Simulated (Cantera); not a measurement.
Input (Python, Cantera):

```python
import numpy as np
import cantera as ct

gas = ct.Solution("gri30.yaml", transport_model="multicomponent")
show = ['N2', 'NH3', 'O']

rows = []
print(f"{'T/K':>7s}{'rho':>11s}{'cp':>10s}{'mu':>11s}{'lambda':>11s}{'Pr':>7s}" + "".join(f"{'D_' + s:>11s}" for s in show))
for T in [400, 500, 600, 700, 800, 900, 1000, 1100]:
    gas.TPX = T, 500000, {'H2': 0.85}
    Pr = gas.cp_mass * gas.viscosity / gas.thermal_conductivity
    D = [gas.mix_diff_coeffs_mole[gas.species_index(s)] for s in show]
    rows.append([gas.density, gas.cp_mass, gas.viscosity, gas.thermal_conductivity, Pr, *D])
    print(f"{T:7g}{gas.density:11.4e}{gas.cp_mass:10.1f}{gas.viscosity:11.4e}"
          f"{gas.thermal_conductivity:11.4e}{Pr:7.3f}" + "".join(f"{d:11.4e}" for d in D))
print("SI units: kg/m3, J/kg/K, Pa s, W/m/K, m2/s")
```

Result:

```
    T/K        rho        cp         mu     lambda     Pr       D_N2      D_NH3        D_O
    400 3.0309e-01   14522.5 1.0869e-05 2.2905e-01  0.689 2.5711e-05 2.7387e-05 3.5709e-05
    500 2.4247e-01   14532.6 1.2568e-05 2.6523e-01  0.689 3.7403e-05 4.0603e-05 5.1896e-05
    600 2.0206e-01   14511.2 1.4145e-05 2.9828e-01  0.688 5.0725e-05 5.5722e-05 7.0338e-05
    700 1.7319e-01   14555.7 1.5629e-05 3.3065e-01  0.688 6.5575e-05 7.2609e-05 9.0896e-05
    800 1.5154e-01   14690.4 1.7037e-05 3.6366e-01  0.688 8.1874e-05 9.1160e-05 1.1346e-04
    900 1.3471e-01   14866.4 1.8383e-05 3.9688e-01  0.689 9.9555e-05 1.1129e-04 1.3794e-04
   1000 1.2123e-01   14961.9 1.9676e-05 4.2747e-01  0.689 1.1857e-04 1.3293e-04 1.6426e-04
   1100 1.1021e-01   15167.3 2.0924e-05 4.6050e-01  0.689 1.3886e-04 1.5603e-04 1.9236e-04
SI units: kg/m3, J/kg/K, Pa s, W/m/K, m2/s
```

Model: GRI-Mech 3.0 (53 species, 325 reactions), integrated in Cantera.
